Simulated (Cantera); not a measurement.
Feed: 1 mol MgF2, 140 mol H2.

Equilibrium computed with Cantera from the NASA thermochemical tables; the gas is ideal and each condensed phase is pure. Candidate condensed phases: Mg, MgF2; 17 gas species. Rates play no part.

Stable condensed phases, one row left out:

```
T in K \ P in Pa
           0.10   0.46    2.2     10     46    220   1000   4600  22000 100000
   1673       A      A      A      A      A      A      A      A      A      B
   1623       A      A      A      A      A      A      A      A      B      B
   1573       A      A      A      A      A      A      A      A      B      B
   1523       A      A      A      A      A      A      A      B      B      B
   1473       A      A      A      A      A      A      A      B      B      B
   1423       A      A      A      A      A      A      B      B      B      B
   1373       A      A      A      A      A      B      B      B      B      B
   1323       A      A      A      A      B      B      B      B      B      B
   1223       A      A      A      B      B      B      B      B      B      B
   1173       A      A      B      B      B      B      B      B      B      B
   1123       A      B      B      B      B      B      B      B      B      B
   1073       B      B      B      B      B      B      B      B      B      B
   1023       B      B      B      B      B      B      B      B      B      B
```

A: gas only; B: MgF2.

### Question
Give the row for 1273 K.

### Answer
0.10: gas only; 0.46: gas only; 2.2: gas only; 10: gas only; 46: MgF2; 220: MgF2; 1000: MgF2; 4600: MgF2; 22000: MgF2; 100000: MgF2.
